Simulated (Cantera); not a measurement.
A freely propagating, adiabatic, planar premixed flame of H2 : O2 : N2 = 1 : 0.588 : 2.21 (molar parts), equivalence ratio 0.85, unburnt at 600 K and 5.00 bar; mixture-averaged transport, grid criteria slope 0.08 and curve 0.16, no radiation.

Detailed kinetics in Cantera: the H2/O2 subset of GRI-Mech 3.0, which has no nitrogen chemistry. The hydrogen kinetics of GRI-Mech 3.0 are dated; newer H2 mechanisms differ, most at raised pressure. Burning velocities carry a grid error of a few per cent, more on coarse grids.

Task: What does this change do: O2 0.588 to 0.76 parts?

Result: 
| quantity | before | after |
|---|---|---|
| laminar burning velocity | 565 cm/s | 518 cm/s |
| thermal thickness | 0.0579 mm | 0.0522 mm |
| peak x(OH) | 0.0172 | 0.0186 |
| peak x(HO2) | 0.000915 | 0.00102 |
| peak x(O) | 0.00917 | 0.0110 |
Lean hydrogen flames are cellular in practice and burn faster than this planar one.
